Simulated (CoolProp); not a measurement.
Methane at 293.15 K and 12.7 MPa flows at 0.1 m/s in a round tube of 12.7 mm bore and 0.25 µm roughness, fully developed (64/Re and Nu = 3.66 if laminar; Colebrook and Gnielinski if turbulent). Each further row changes one setting.

Values from CoolProp's reference Helmholtz-energy equation of state, Setzmann 1991.

```csv
case,Reynolds number,Darcy friction factor,pressure drop (Pa/m),heat-transfer coefficient (W/(m² K)),mass flow (kg/h)
as stated,(withheld),(withheld),(withheld),120,4.67
velocity 0.2 m/s,17300,(withheld),4.34,213,9.35
diameter 25.4 mm,17300,0.0268,0.541,107,(withheld)
```

### Question
What belongs in the gaps?

### Answer

- as stated, Reynolds number: 8660
- as stated, Darcy friction factor: 0.0321
- as stated, pressure drop (Pa/m): 1.30
- velocity 0.2 m/s, Darcy friction factor: 0.0269
- diameter 25.4 mm, mass flow (kg/h): 18.7

Viscosity comes from a separate model (Quiñones-Cisneros 2006). Thermal conductivity comes from a separate model (Friend 1989).
